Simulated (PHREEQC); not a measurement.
Solution A (0.011 mol ZnSO4, 0.025 mol NiCl2 and 0.17 mol NaCl per kg of water) is mixed with solution B (0.0028 mol NaHSO4 and 0.0073 mol Na2SO4 per kg of water) at 95 °C; shares are by mass of water, 1 kg in all. Oxygen is held at 0.21 atm. No CO2 enters from the air. The run lets Zn(OH)2-a, Zn4(OH)6SO4, Zn5(OH)8Cl2, Ni(OH)2, Ni4(OH)6SO4, Halite, Mirabilite, Goslarite, Morenosite precipitate or redissolve, and no other solid.

All values are PHREEQC results (ion-association model, wateq4f.dat), not measurements.

Problem. Predict pH, ZnCl+ (mol/kgw), Zn+2 (mol/kgw) at share of solution B = 0.1, 0.2, 0.4.

Solution. 
| share of solution B | pH | ZnCl+ (mol/kgw) | Zn+2 (mol/kgw) |
|---|---|---|---|
| 0.1 | 3.98 | 0.00534 | 0.00330 |
| 0.2 | 3.68 | 0.00463 | 0.00309 |
| 0.4 | 3.39 | 0.00320 | 0.00260 |

Constants without temperature data keep their 25 °C values here.
